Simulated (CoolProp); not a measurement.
The numbers come from the reference Helmholtz-energy equation of state, Lemmon 2006 in CoolProp. It is a short technical equation, of lower accuracy than the large ones.

Task: Give the vapour pressure (MPa), liquid density (kg/m³), vapour density (kg/m³), enthalpy of vaporisation (kJ/kg) of saturated CH3F (R41) at -56.95, -39.45 °C.

Result: 
```tsv
T (°C)	p (MPa)	liquid density (kg/m³)	vapour density (kg/m³)	enthalpy of vaporisation (kJ/kg)
-56.95	0.290	835	5.97	456
-39.45	0.586	793	11.8	425
```
